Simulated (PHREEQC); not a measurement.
Consider water at 25 °C with 0.2 mol Mn(NO3)2 and 0.018 mol NaCl per kg of water. Closed to the air; pH follows from the charge balance.

Computed with PHREEQC (ion-association model, phreeqc.dat).

The ionic strength comes out as 0.588 mol/kgw. What activity coefficients do MnCl+, H+, Na+, Mn+2, MnOH+ get?

MnCl+ 0.67, H+ 0.76, Na+ 0.72, Mn+2 0.24, MnOH+ 0.67.

This is a speciation only: nothing precipitates in the calculation. Complexes and solids missing from the database can't appear.
